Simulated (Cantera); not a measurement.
A perfectly stirred reactor is fed with 7.12 % CH4, 19.5 % O2, 73.4 % N2, at 760 Torr; it is adiabatic with a 575 K inlet, and is followed from long to short residence time, starting on the burning branch (τ in s: 0.16, 0.066, 0.028, 0.012, 0.0048, 0.002, 0.00084, 0.00035, 0.00015, 6.1e-05).

Detailed kinetics in Cantera: GRI-Mech 3.0 (53 species, 325 reactions).

x: mole fraction; the columns are a selection and need not sum to one.

```json
[
 {"τ (s)": "0.16", "T (K)": "2084", "x CH4": "2.61e-6", "x O2": "0.0522", "x CH2CO": "8.23e-11", "x C2H4": "8.03e-11", "x NO2": "4.87e-7", "x O": "0.000352", "x HCO": "1.08e-8"},
 {"τ (s)": "0.066", "T (K)": "2080", "x CH4": "5.56e-6", "x O2": "0.0524", "x CH2CO": "2.69e-10", "x C2H4": "3.28e-10", "x NO2": "2.64e-7", "x O": "0.000435", "x HCO": "2.65e-8"},
 {"τ (s)": "0.028", "T (K)": "2072", "x CH4": "[?]", "x O2": "0.0526", "x CH2CO": "8.19e-10", "x C2H4": "[?]", "x NO2": "[?]", "x O": "[?]", "x HCO": "[?]"},
 {"τ (s)": "0.012", "T (K)": "2056", "x CH4": "1.94e-5", "x O2": "0.0530", "x CH2CO": "2.24e-9", "x C2H4": "2.56e-9", "x NO2": "9.03e-8", "x O": "0.000908", "x HCO": "1.51e-7"},
 {"τ (s)": "0.0048", "T (K)": "2029", "x CH4": "[?]", "x O2": "0.0537", "x CH2CO": "[?]", "x C2H4": "[?]", "x NO2": "[?]", "x O": "[?]", "x HCO": "[?]"},
 {"τ (s)": "0.0020", "T (K)": "1990", "x CH4": "6.61e-5", "x O2": "0.0548", "x CH2CO": "1.44e-8", "x C2H4": "1.33e-8", "x NO2": "2.75e-8", "x O": "0.00230", "x HCO": "9.34e-7"},
 {"τ (s)": "0.00084", "T (K)": "1937", "x CH4": "0.000126", "x O2": "0.0565", "x CH2CO": "3.47e-8", "x C2H4": "3.19e-8", "x NO2": "1.58e-8", "x O": "0.00337", "x HCO": "2.20e-6"},
 {"τ (s)": "0.00035", "T (K)": "1869", "x CH4": "0.000263", "x O2": "0.0593", "x CH2CO": "9.44e-8", "x C2H4": "9.40e-8", "x NO2": "9.38e-9", "x O": "0.00453", "x HCO": "5.16e-6"},
 {"τ (s)": "0.00015", "T (K)": "1788", "x CH4": "0.000620", "x O2": "0.0639", "x CH2CO": "3.29e-7", "x C2H4": "3.84e-7", "x NO2": "5.50e-9", "x O": "0.00513", "x HCO": "1.18e-5"},
 {"τ (s)": "6.1e-5", "T (K)": "575", "x CH4": "0.0712", "x O2": "0.195", "x CH2CO": "<1e-12", "x C2H4": "<1e-12", "x NO2": "<1e-12", "x O": "<1e-12", "x HCO": "<1e-12"}
]
```

### Question
Fill in the missing entries.

### Answer

- 0.028, x CH4: 1.07e-5
- 0.028, x C2H4: 1.02e-9
- 0.028, x NO2: 1.53e-7
- 0.028, x O: 0.000602
- 0.028, x HCO: 6.35e-8
- 0.0048, x CH4: 3.61e-5
- 0.0048, x CH2CO: 5.99e-9
- 0.0048, x C2H4: 6.01e-9
- 0.0048, x NO2: 4.96e-8
- 0.0048, x O: 0.00147
- 0.0048, x HCO: 3.86e-7
